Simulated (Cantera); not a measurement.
Feed: 1 mol Cu, 0.37 mol CO, held at 602 °C and 21.0 mbar.

Equilibrium computed with Cantera from the NASA thermochemical tables; the gas is ideal and each condensed phase is pure. Candidate condensed phases: C, Cu, CuO, Cu2O; 15 gas species. The numbers say what is thermodynamically allowed, not how fast it happens.

Base state: CO 0.840, CO2 0.160 (mole fractions); condensed: C(graphite) + Cu(s).

Problem. What changes in the equilibrium state with this change: temperature from 602 °C to 1677 °C?

Solution. 
```json
[
 {"species": "CO", "before": "0.840", "after": "0.872"},
 {"species": "Cu", "before": "<1e-9", "after": "0.127"},
 {"species": "Cu2", "before": "<1e-9", "after": "0.000441"},
 {"species": "CO2", "before": "0.160", "after": "5.22e-7"},
 {"species": "C(graphite), mol", "before": "0.0509", "after": "0"},
 {"species": "Cu(s), mol", "before": "1.00", "after": "0"},
 {"species": "Cu(l), mol", "before": "0", "after": "0.946"}
]
```
